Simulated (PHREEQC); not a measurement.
Make-up at 25 °C: 0.00105 mol AgF, 1.3e-06 mol Na2SiF6 and 0.00029 mol CuSO4 per kg of water. Closed to the air; pH follows from the charge balance.

Equilibrium calculation in PHREEQC: ion-association model, wateq4f.dat.

Precipitation was switched off in this run.

Question: What pH does the model give?

Answer: pH 5.53.

Question: In which forms is S present?

Answer: SO4-2 95 %, CuSO4 3.5 %, AgSO4- 1.6 % of the S.

Species that the database lacks are ignored. SiF6-2 is the database's only silicon fluoride.
